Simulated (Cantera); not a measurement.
Charge: 1 mol acetone, 0.034 mol H2O, 21 mol H2, equilibrated at 0.860 bar.

Cantera equilibrium calculation (NASA polynomials, part measured and part estimated; ideal gas, pure solids and liquids). Candidate condensed phases: C, C6H6, C7H8, C8H18, H2O; 110 gas species. The feed counts by its element totals alone. Rates play no part.

x: gas mole fraction; n: condensed amount in mol.

| T (°C) | x H2 | x CH4 | x H2O | x CO | x CO2 | x C2H6 | n C(graphite) |
|---|---|---|---|---|---|---|---|
| 400 | 0.808 | 0.143 | 0.0492 | 1.08e-6 | 8.06e-7 | 6.74e-8 | 0 |
| 475 | 0.808 | 0.143 | 0.0491 | 5.60e-5 | 2.11e-5 | 2.39e-7 | 0 |
| 550 | 0.811 | 0.141 | 0.0471 | 0.00136 | 0.000285 | 6.59e-7 | 0 |
| 625 | 0.828 | 0.125 | 0.0333 | 0.0123 | 0.00115 | 1.24e-6 | 0 |
| 700 | 0.872 | 0.0839 | 0.0139 | 0.0299 | 0.000769 | 1.12e-6 | [?] |
| 775 | 0.915 | 0.0420 | 0.00548 | 0.0372 | 0.000264 | 5.10e-7 | [?] |
| 850 | 0.936 | 0.0221 | 0.00212 | 0.0400 | 8.29e-5 | 2.42e-7 | [?] |
| 925 | 0.946 | 0.0123 | 0.000882 | 0.0409 | 2.79e-5 | 1.23e-7 | [?] |

Problem. Some entries are withheld; supply them.

Solution. 
- 700, n C(graphite): 0.386
- 775, n C(graphite): 1.10
- 850, n C(graphite): 1.48
- 925, n C(graphite): 1.68
